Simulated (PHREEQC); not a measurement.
## Copper plating or etch bath (model solution)

Dissolve 21 mmol/kgw CuSO4, 0.23 mmol/kgw HCl and 0.21 mmol/kgw FeCl3 at 25 °C. Closed to the air; pH follows from the charge balance.

Model: ion-association model, phreeqc.dat, run in PHREEQC.

Each row changes one thing in this solution. No solid was allowed to form.

| case | pH | ionic strength (mol/kgw) | Cu+2 (mol/kgw) | SO4-2 (mol/kgw) | CuSO4 (mol/kgw) | HSO4- (mol/kgw) |
|---|---|---|---|---|---|---|
| as made | 3.67 | 0.0540 | 0.0134 | 0.0132 | 0.00759 | 0.000152 |
| FeCl3 replaced by PbCl2 at the same molality | 3.91 | 0.0537 | 0.0134 | 0.0132 | 0.00761 | 8.70e-5 |
| temperature from 25 to 5 °C | 3.72 | 0.0556 | 0.0138 | 0.0136 | 0.00717 | 9.49e-5 |
| diluted 5-fold with water | 4.07 | 0.0134 | 0.00330 | 0.00328 | 0.000897 | 1.95e-5 |
| FeCl3 from 0.00021 to 0.000231 mol/kgw | (withheld) | 0.0540 | 0.0134 | 0.0132 | 0.00759 | 0.000157 |
| diluted 2-fold with water | (withheld) | 0.0297 | 0.00735 | 0.00727 | 0.00314 | 6.73e-5 |
| HCl left out | 3.89 | 0.0538 | 0.0134 | 0.0132 | 0.00762 | 9.25e-5 |
| HCl replaced by LiCl at the same molality | 3.89 | 0.0541 | 0.0134 | 0.0132 | 0.00761 | 9.25e-5 |
| FeCl3 from 0.00021 to 0.000189 mol/kgw | 3.68 | 0.0539 | 0.0134 | 0.0132 | 0.00760 | 0.000147 |

**Question.** Fill in the missing entries.

**Answer.** 
- FeCl3 from 0.00021 to 0.000231 mol/kgw, pH: 3.65
- diluted 2-fold with water, pH: 3.82

Some of these states are supersaturated (in Fe(OH)3(a), Hematite (slow to form), Anglesite, for instance). Constants without temperature data keep their 25 °C values here.
